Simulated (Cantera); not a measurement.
A closed system holds: 1 mol Si(CH3)4, 0.027 mol HCl, 12 mol H2, 0.38 mol C3H8, held at 6.68 Torr.

These are equilibrium values from Cantera (NASA tables, ideal gas, pure condensed phases), not measurements of a reactor. Candidate condensed phases: C, C6H6, C7H8, C8H18, Si, SiC; 109 gas species. The tables' values for SiCl are old estimates; treat these amounts as uncertain. Gases not in the tables: Si2H6 and higher silanes. Equilibrium is a limit: real reactors are often held back by kinetics, nucleation or transport. All values below are at 2348 K.

Base state: H2 0.841, H 0.120, Si 0.0260, C2H2 (acetylene) 0.00459, SiC2 0.00422, Si2C 0.00244, HCl 0.00112, SiH 0.000759 (mole fractions); condensed: C(graphite) + SiC(s).

Q: What changes in the equilibrium state with this change: pressure from 6.68 Torr to 75.0 Torr?

A: 
| species | before | after |
|---|---|---|
| H2 | 0.841 | 0.952 |
| H | 0.120 | 0.0381 |
| C2H2 (acetylene) | 0.00459 | 0.00520 |
| Si | 0.0260 | 0.00231 |
| CH4 | 1.23e-6 | 1.77e-5 |
| Si2C | 0.00244 | 0.000217 |
| Si2 | 8.93e-5 | 7.94e-6 |
| C(graphite), mol | 4.48 | 3.98 |
| SiC(s), mol | 0.221 | 0.930 |
